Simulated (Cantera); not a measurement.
Input: 1 mol H₂S, 0.077 mol O₂, at 773 K and 2.00 bar.

Cantera equilibrium calculation (NASA polynomials, part measured and part estimated; ideal gas, pure solids and liquids). Candidate condensed phases: H₂O, H₂SO₄, S; 19 gas species. Gases not in the tables: S₃ to S₇. The numbers say what is thermodynamically allowed, not how fast it happens.

Base state: H₂S 0.811, H₂O 0.147, S₂ 0.0299, S₈ 0.0110, H₂ 0.00104, SO₂ 0.000209, S₂O 8.26e-5 (mole fractions); condensed: gas only.

What changes in the equilibrium state with this change: pressure from 2.00 bar to 0.000140 bar?


```tsv
species	before	after
H₂S	0.811	0.703
H₂O	0.147	0.139
S₂	0.0299	0.0989
H₂	0.00104	0.0591
S₈	0.0110	<1e-9
S₂O	8.26e-5	4.53e-6
SO₂	0.000209	1.24e-5
```

What changes in the equilibrium state with this change: temperature from 773 K to 1848 K?


```tsv
species	before	after
H₂	0.00104	0.382
H₂S	0.811	0.246
S₂	0.0299	0.242
S₈	0.0110	<1e-9
SH	3.26e-7	0.0151
H₂O	0.147	0.113
S	<1e-9	0.000377
H	<1e-9	0.000232
SO	4.53e-9	0.000735
S₂O	8.26e-5	0.000449
SO₂	0.000209	0.000542
```

What changes in the equilibrium state with this change: O₂ from 0.077 to 0.62 mol?


```csv
species,before,after
H₂O,0.147,0.597
SO₂,0.000209,0.164
H₂S,0.811,0.151
S₈,0.0110,0.0429
S₂,0.0299,0.0420
S₂O,8.26e-5,0.00299
H₂,0.00104,0.000163
```
